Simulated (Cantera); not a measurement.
Input: 1 mol SiCl₄, 0.29 mol C₂H₂, 1 mol H₂, 0.017 mol C₂H₄, at 900 °C and 24.0 mbar.

Equilibrium computed with Cantera from the NASA thermochemical tables; the gas is ideal and each condensed phase is pure. Candidate condensed phases: C, C₆H₆, C₇H₈, C₈H₁₈, Si, SiC; 109 gas species. The tables' values for SiCl₃ are old estimates; treat these amounts as uncertain. The numbers say what is thermodynamically allowed, not how fast it happens.

Base state: HCl 0.397, H₂ 0.312, SiCl₄ 0.278, SiCl₃ 0.00679, SiHCl₃ 0.00510, SiCl₂ 0.00163, CH₄ 4.53e-5, SiH₂Cl₂ 1.19e-5 (mole fractions); condensed: C(graphite) + SiC(s).

Question: What changes in the equilibrium state with this change: SiCl₄ replaced by SiH₂Cl₂?

Answer: 
```
species            before     after
----------------  -------  --------
H₂                  0.312     0.686
HCl                 0.397     0.184
SiCl₄               0.278     0.106
SiH₂Cl₂           1.19e-5  0.000102
CH₄               4.53e-5   5.51e-6
SiCl₂             0.00163   0.00637
SiHCl₃            0.00510   0.00921
SiCl₃             0.00679   0.00828
C(graphite), mol    0.368         0
SiC(s), mol         0.246     0.614
```

Question: What changes in the equilibrium state with this change: pressure from 24.0 mbar to 67.0 mbar?

Answer: 
| species | before | after |
|---|---|---|
| H₂ | 0.312 | 0.352 |
| HCl | 0.397 | 0.333 |
| SiCl₄ | 0.278 | 0.301 |
| CH₄ | 4.53e-5 | 0.000162 |
| SiH₂Cl₂ | 1.19e-5 | 2.35e-5 |
| SiCl₂ | 0.00163 | 0.00102 |
| C(graphite), mol | 0.368 | 0.412 |
| SiC(s), mol | 0.246 | 0.201 |

Question: What changes in the equilibrium state with this change: pressure from 24.0 mbar to 65.0 mbar?

Answer: 
```
species            before     after
----------------  -------  --------
H₂                  0.312     0.351
HCl                 0.397     0.334
SiCl₄               0.278     0.301
CH₄               4.53e-5  0.000156
SiH₂Cl₂           1.19e-5   2.30e-5
SiCl₂             0.00163   0.00103
SiHCl₃            0.00510   0.00735
C(graphite), mol    0.368     0.411
SiC(s), mol         0.246     0.202
```
